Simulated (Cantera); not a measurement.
Mixture: CH₄ : O₂ : N₂ = 1 : 2.78 : 10.4 (molar parts), equivalence ratio 0.72, at 1.00 atm, adiabatic and at constant pressure. Ignition delay is the time to a rise of 400 K.

Computed with Cantera and GRI-Mech 3.0 (53 species, 325 reactions).

Q: What does this change do: pressure from 1.00 atm to 2.27 atm?

A: 
```tsv
quantity	before	after
delay at 1298 K	10.0 ms	5.09 ms
delay at 1348 K	5.37 ms	2.79 ms
delay at 1398 K	2.99 ms	1.58 ms
delay at 1448 K	1.73 ms	0.920 ms
delay at 1498 K	1.05 ms	0.555 ms
delay at 1548 K	0.659 ms	0.346 ms
delay at 1598 K	0.432 ms	0.223 ms
apparent activation energy between 1498 and 1598 K	180 kJ/mol	180 kJ/mol
```
